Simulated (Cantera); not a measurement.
Charge: 1 mol Cr, 0.094 mol H2O, 4.9 mol H2, equilibrated at 675 °C and 3000 Pa.

Method: chemical equilibrium by Gibbs-energy minimisation in Cantera with the NASA 1993 tables (ideal gas, pure condensed phases). Candidate condensed phases: Cr, Cr2O3, H2O; 13 gas species. Kinetics and transport are ignored.

Base state: H2 1.000 (mole fractions); condensed: Cr(s) + Cr2O3(s).

**Question.** What changes in the equilibrium state with this change: temperature from 675 °C to 2502 °C?

**Answer.** 
```csv
species,before,after
H2,1.000,0.534
H,3.03e-9,0.316
Cr,<1e-9,0.138
CrO,<1e-9,0.00270
OH,<1e-9,0.00139
O,<1e-9,0.000519
"Cr(s), mol",0.937,0
"Cr2O3(s), mol",0.0313,0
```
